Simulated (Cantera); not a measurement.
Charge: 1 mol CH₃F, 0.19 mol H₂, held at 0.0900 Torr.

Method: chemical equilibrium by Gibbs-energy minimisation in Cantera with the NASA 1993 tables (ideal gas, pure condensed phases). Candidate condensed phases: C, C₆H₆, C₇H₈, C₈H₁₈; 95 gas species. Kinetics and transport are ignored. All values below are at 2775 K.

Base state: H 0.636, HF 0.192, C₃ 0.0654, F 0.0561, C 0.0290, C₂ 0.00911, H₂ 0.00865, CF 0.00272 (mole fractions); condensed: gas only.

Question: What changes in the equilibrium state with this change: CH₃F replaced by CH₃Cl?

Answer: 
| species | before | after |
|---|---|---|
| H | 0.636 | 0.687 |
| Cl | 0 | 0.207 |
| C₃ | 0.0654 | 0.0546 |
| HF | 0.192 | 0 |
| F | 0.0561 | 0 |
| H₂ | 0.00865 | 0.0101 |
| C | 0.0290 | 0.0274 |
| HCl | 0 | 0.00440 |
| CF | 0.00272 | 0 |
| C₅ | 0.000278 | 0.000206 |
